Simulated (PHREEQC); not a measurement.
A solution holds 0.12 mol/kgw CuCl2 and 0.044 mol/kgw H3BO3, at 20 °C. It is in equilibrium with CO2 at log p = -1 (atm). Otherwise closed; pH follows from the charge balance.

Computed with PHREEQC (ion-association model, phreeqc.dat).

Each row changes one thing in this solution. This is a speciation only: nothing precipitates in the calculation.

```tsv
case	pH	ionic strength (mol/kgw)	CO2 (mol/kgw)	HCO3- (mol/kgw)	(CO2)2 (mol/kgw)	H2BO3- (mol/kgw)
as made	3.77	0.330	0.00363	1.33e-5	2.20e-7	2.00e-7
H3BO3 from 0.044 to 0.088 mol/kgw	3.77	0.330	0.00363	1.33e-5	2.20e-7	4.01e-7
diluted 10-fold with water	4.08	0.0353	0.00388	?	2.35e-7	3.31e-8
temperature from 20 to 25 °C	3.79	0.323	0.00316	1.29e-5	1.97e-7	2.29e-7
CuCl2 left out	4.39	4.09e-5	0.00391	4.03e-5	2.37e-7	?
0.0017 mol/kgw LiNO3 added	3.77	0.331	0.00363	1.33e-5	2.20e-7	2.01e-7
H3BO3 from 0.044 to 0.0484 mol/kgw	3.77	0.330	0.00363	1.33e-5	2.20e-7	2.20e-7
```

Question: Complete the blanks.

Answer: 
- diluted 10-fold with water, HCO3- (mol/kgw): 2.29e-5
- CuCl2 left out, H2BO3- (mol/kgw): 5.73e-7
